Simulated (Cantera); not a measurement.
A closed system holds: 1 mol MgCO₃, 3.6 mol SO₂, 0.61 mol CO₂, at 1452 °C and 0.170 bar.

Method: chemical equilibrium by Gibbs-energy minimisation in Cantera with the NASA 1993 tables (ideal gas, pure condensed phases). Candidate condensed phases: C, Mg, MgCO₃, MgO, MgS, MgSO₄, S; 26 gas species. Equilibrium is a limit: real reactors are often held back by kinetics, nucleation or transport.

Base state: SO₂ 0.690, CO₂ 0.307, CO 0.00201, O₂ 0.00114, SO 0.000408, SO₃ 0.000133 (mole fractions); condensed: MgO(s).

**Question.** What changes in the equilibrium state with this change: pressure from 0.170 bar to 0.0100 bar?

**Answer.** 
```csv
species,before,after
SO₂,0.690,0.688
CO₂,0.307,0.303
CO,0.00201,0.00506
O₂,0.00114,0.00300
O,4.76e-6,3.18e-5
SO₃,0.000133,5.21e-5
SO,0.000408,0.00103
"MgO(s), mol",1.00,1.00
```
